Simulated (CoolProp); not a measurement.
Carbon dioxide at 298.15 K and 4.27 MPa flows at 0.95 m/s in a round tube of 6 mm bore and 1.5 µm roughness, fully developed (64/Re and Nu = 3.66 if laminar; Colebrook and Gnielinski if turbulent). Each further row changes one setting.

Model: reference Helmholtz-energy equation of state, Span 1996, in CoolProp.

```json
[
 {"case": "as stated", "Reynolds number": "36500", "Darcy friction factor": "0.0232", "pressure drop (Pa/m)": "179", "heat-transfer coefficient (W/(m² K))": "393", "mass flow (kg/h)": "9.91"},
 {"case": "velocity 1.9 m/s", "Reynolds number": "72900", "Darcy friction factor": "0.0203", "pressure drop (Pa/m)": "626", "heat-transfer coefficient (W/(m² K))": "700", "mass flow (kg/h)": "19.8"},
 {"case": "diameter 12 mm", "Reynolds number": "72900", "Darcy friction factor": "0.0198", "pressure drop (Pa/m)": "76.2", "heat-transfer coefficient (W/(m² K))": "342", "mass flow (kg/h)": "39.6"}
]
```

Viscosity comes from a separate model (Laesecke 2017). Thermal conductivity comes from a separate model (Huber 2016).
